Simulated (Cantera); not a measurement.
A closed system holds: 1 mol SiO2, 3.6 mol MgO, 0.89 mol H2O, at 92.0 mbar.

These are equilibrium values from Cantera (NASA tables, ideal gas, pure condensed phases), not measurements of a reactor. Candidate condensed phases: H2O, Mg, MgO, Mg(OH)2, MgSiO3, Mg2SiO4, Si, SiO2; 24 gas species. Mutual solubility and eutectic melting of coexisting phases are not modelled. Condensed phases not in the tables: alloys, solid solutions and most ternary compounds. The numbers say what is thermodynamically allowed, not how fast it happens.

x: gas mole fraction; n: condensed amount in mol.

| T (°C) | x H2O | x H2 | x OH | x O2 | n MgO(s) | n Mg2SiO4(s) | n Mg2SiO4(l) |
|---|---|---|---|---|---|---|---|
| 1702 | 0.979 | 0.0112 | 0.00397 | 0.00469 | 1.60 | 1.00 | 0 |
| 1727 | 0.977 | 0.0128 | 0.00463 | 0.00530 | 1.60 | 1.00 | 0 |
| 1752 | 0.973 | 0.0144 | 0.00537 | 0.00597 | 1.60 | 1.000 | 0 |
| 1777 | 0.970 | ___ | ___ | ___ | 1.60 | 1.000 | 0 |
| 1802 | 0.965 | 0.0183 | 0.00715 | 0.00750 | 1.60 | 1.000 | 0 |
| 1827 | 0.961 | ___ | ___ | ___ | 1.60 | 1.000 | 0 |
| 1852 | 0.956 | 0.0229 | 0.00938 | 0.00932 | 1.60 | 1.000 | 0 |
| 1877 | 0.950 | 0.0255 | 0.0107 | 0.0103 | 1.60 | 1.000 | 0 |
| 1902 | 0.944 | 0.0283 | 0.0121 | 0.0114 | 1.60 | 0 | 1.000 |
| 1927 | 0.938 | 0.0314 | 0.0137 | 0.0126 | 1.60 | 0 | 1.000 |
| 1952 | 0.930 | 0.0346 | 0.0155 | 0.0139 | 1.60 | 0 | 1.000 |

Task: Some entries are withheld; supply them.

Result: 
- 1827, x H2: 0.0205
- 1827, x OH: 0.00820
- 1827, x O2: 0.00838
- 1777, x H2: 0.0163
- 1777, x OH: 0.00621
- 1777, x O2: 0.00670
